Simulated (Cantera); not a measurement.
## Low-pressure radical oxidation in H2/O2

A perfectly stirred reactor is fed with H2 : O2 : N2 = 0.16 : 1 : 0.19 (molar parts), at 10.00 Torr; it is held at 1100 K, and followed from long to short residence time.

Model: GRI-Mech 3.0 (53 species, 325 reactions), integrated in Cantera. Radical loss at walls, strong at low pressure, is not modelled. The temperature is held fixed by assumption; the heat of reaction is taken as removed at once.

```csv
τ (s),x H2,x O2,x NO,x N2O,x OH
1.0,0.000541,0.722,2.82e-8,3.09e-9,0.00108
0.39,0.000955,0.720,4.79e-8,2.50e-9,0.00149
0.15,0.00168,0.717,8.02e-8,1.95e-9,0.00206
0.058,0.00292,0.712,1.23e-7,1.47e-9,0.00281
0.023,0.00494,0.704,1.58e-7,1.08e-9,0.00371
0.0087,0.00855,0.695,1.49e-7,7.38e-10,0.00476
0.0034,0.0149,0.690,9.10e-8,4.57e-10,0.00576
0.0013,0.0281,0.692,3.44e-8,2.22e-10,0.00657
0.00051,0.0536,0.705,7.48e-9,7.44e-11,0.00629
0.00020,0.0985,0.729,2.79e-10,9.56e-12,0.00280
```
x: mole fraction; the columns are a selection and need not sum to one.
